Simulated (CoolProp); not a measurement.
Properties of benzene at several states.

Values from CoolProp's reference Helmholtz-energy equation of state, Thol 2012.

```tsv
T (K)	p (MPa)	phase	Z	cv (kJ/(kg K))	Prandtl number	fugacity coefficient
605.5	0.378	gas	0.9793	1.961	0.754	0.9796
374.1	0.0204	gas	0.9945	1.248	0.747	0.9945
611.7	17.1	supercritical	0.5049	2.059	2.30	0.3901
```

Viscosity comes from a separate model (Avgeri 2014). Thermal conductivity comes from a separate model (Assael 2012).
